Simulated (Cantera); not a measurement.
Cantera run:

```python
import numpy as np
import cantera as ct

gas_names = """
    CL CL2 Si SiCL SiCL2 SiCL3 SiCL4 Si2 Si3
""".split()
cond_names = """
    Si(cr) Si(L)
""".split()


def load(file, names, dense=False):
    # The tables refer to 1 bar. Condensed volumes are neglected.
    table = {s.name: s for s in ct.Species.list_from_file(file)}
    out = []
    for n in names:
        d = dict(table[n].input_data)
        d["thermo"] = dict(d["thermo"], **{"reference-pressure": 1e5})
        if dense:
            d["equation-of-state"] = {"model": "constant-volume", "density": "1e6 g/cm^3"}
        out.append(ct.Species.from_dict(d))
    return out


gas = ct.Solution(thermo="ideal-gas", species=load("nasa_gas.yaml", gas_names))
cond = {s.name: ct.Solution(thermo="fixed-stoichiometry", species=[s], name=s.name)
        for s in load("nasa_condensed.yaml", cond_names, dense=True)}
atoms = {
    'Si': {'Si': 1},
    'Cl2': {'CL': 2},
}
top_T = {}  # K; cautious upper limits of use, not melting points


def equilibrate(T, P, feed):
    n = {}
    for name, mol in feed.items():
        for a, k in atoms[name].items():
            n[a] = n.get(a, 0.0) + k * mol
    gas.TPX = T, P, n
    mass = sum(n.values()) * gas.mean_molecular_weight
    gas.equilibrate("TP")
    valid = [c for c in cond.values() if c.min_temp <= T <= top_T.get(c.name, c.max_temp)]
    mix = ct.Mixture([(gas, mass / gas.mean_molecular_weight)] + [(c, 0.0) for c in valid])
    mix.T, mix.P = T, P
    mix.equilibrate("TP", solver="gibbs", rtol=1e-10, max_steps=50000)
    return mix


results = []
P = 21  # Pa
for T in [1000, 1075, 1150, 1225, 1300, 1375, 1450, 1525, 1600]:
    for m in [0.68, 0.78, 0.89, 1, 1.2, 1.4, 1.6, 1.8, 2.1, 2.4, 2.7]:
        feed = {'Si': 1, 'Cl2': m}  # mol
        mix = equilibrate(T, P, feed)
        results.append((T, P, feed, dict(zip(mix.species_names, mix.species_moles))))

for T, P, feed, n in results:
    print(f"{T:7g} {feed['Cl2']:10.4g}  " + (" + ".join(c for c in cond_names if n.get(c, 0) > 1e-12) or "gas only"))
```

Output:

```
   1000       0.68  Si(cr)
   1000       0.78  Si(cr)
   1000       0.89  Si(cr)
   1000          1  Si(cr)
   1000        1.2  Si(cr)
   1000        1.4  Si(cr)
   1000        1.6  Si(cr)
   1000        1.8  Si(cr)
   1000        2.1  gas only
   1000        2.4  gas only
   1000        2.7  gas only
   1075       0.68  Si(cr)
   1075       0.78  Si(cr)
   1075       0.89  Si(cr)
   1075          1  Si(cr)
   1075        1.2  Si(cr)
   1075        1.4  Si(cr)
   1075        1.6  Si(cr)
   1075        1.8  gas only
   1075        2.1  gas only
   1075        2.4  gas only
   1075        2.7  gas only
   1150       0.68  Si(cr)
   1150       0.78  Si(cr)
   1150       0.89  Si(cr)
   1150          1  Si(cr)
   1150        1.2  Si(cr)
   1150        1.4  Si(cr)
   1150        1.6  gas only
   1150        1.8  gas only
   1150        2.1  gas only
   1150        2.4  gas only
   1150        2.7  gas only
   1225       0.68  Si(cr)
   1225       0.78  Si(cr)
   1225       0.89  Si(cr)
   1225          1  Si(cr)
   1225        1.2  Si(cr)
   1225        1.4  gas only
   1225        1.6  gas only
   1225        1.8  gas only
   1225        2.1  gas only
   1225        2.4  gas only
   1225        2.7  gas only
   1300       0.68  Si(cr)
   1300       0.78  Si(cr)
   1300       0.89  Si(cr)
   1300          1  Si(cr)
   1300        1.2  gas only
   1300        1.4  gas only
   1300        1.6  gas only
   1300        1.8  gas only
   1300        2.1  gas only
   1300        2.4  gas only
   1300        2.7  gas only
   1375       0.68  Si(cr)
   1375       0.78  Si(cr)
   1375       0.89  Si(cr)
   1375          1  Si(cr)
   1375        1.2  gas only
   1375        1.4  gas only
   1375        1.6  gas only
   1375        1.8  gas only
   1375        2.1  gas only
   1375        2.4  gas only
   1375        2.7  gas only
   1450       0.68  Si(cr)
   1450       0.78  Si(cr)
   1450       0.89  Si(cr)
   1450          1  Si(cr)
   1450        1.2  gas only
   1450        1.4  gas only
   1450        1.6  gas only
   1450        1.8  gas only
   1450        2.1  gas only
   1450        2.4  gas only
   1450        2.7  gas only
   1525       0.68  Si(cr)
   1525       0.78  Si(cr)
   1525       0.89  Si(cr)
   1525          1  Si(cr)
   1525        1.2  gas only
   1525        1.4  gas only
   1525        1.6  gas only
   1525        1.8  gas only
   1525        2.1  gas only
   1525        2.4  gas only
   1525        2.7  gas only
   1600       0.68  Si(cr)
   1600       0.78  Si(cr)
   1600       0.89  Si(cr)
   1600          1  Si(cr)
   1600        1.2  gas only
   1600        1.4  gas only
   1600        1.6  gas only
   1600        1.8  gas only
   1600        2.1  gas only
   1600        2.4  gas only
   1600        2.7  gas only
```

Cantera equilibrium calculation (NASA polynomials, part measured and part estimated; ideal gas, pure solids and liquids). The tables' values for SiCl3 are old estimates.
